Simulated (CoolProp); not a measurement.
Vapour-liquid equilibrium of CH2F2 (R32) (1) + 1-butene (2) at 1.27 MPa; x and y are mole fractions of (1).

The numbers come from the multi-fluid Helmholtz-energy mixture model, Tillner-Roth 1997 and Lemmon 2005; pair parameters Bell 2016 in CoolProp.

```
x     bubble temperature, mixture model (K)  bubble temperature, Raoult's law (K)  y, mixture model  y, Raoult's law
----  -------------------------------------  ------------------------------------  ----------------  ---------------
0.05                                  332.9                                 347.4             0.368            0.210
0.15                                  304.4                                 334.3             0.698            0.476
0.25                                  293.5                                 324.4             0.787            0.637
0.35                                  289.7                                 316.6             0.815            0.743
0.45                                  288.5                                 310.2             0.825            0.817
0.55                                  288.0                                 304.8             0.829            0.872
0.65                                  287.6                                 300.2             0.834            0.913
0.75                                  287.1                                 296.1             0.845            0.945
0.85                                  286.7                                 292.5             0.871            0.970
0.95                                  286.9                                 289.3             0.935            0.991
```

The largest gap from Raoult's law is -30.9 K in bubble temperature, at x = 0.25. y crosses x between x = 0.85 and 0.95: the model has an azeotrope there.

Pair parameters are fitted to limited data, so mixtures are less certain than the pure fluids. With so large a gap from Raoult's law the liquid may split in two, which this calculation doesn't test in full.
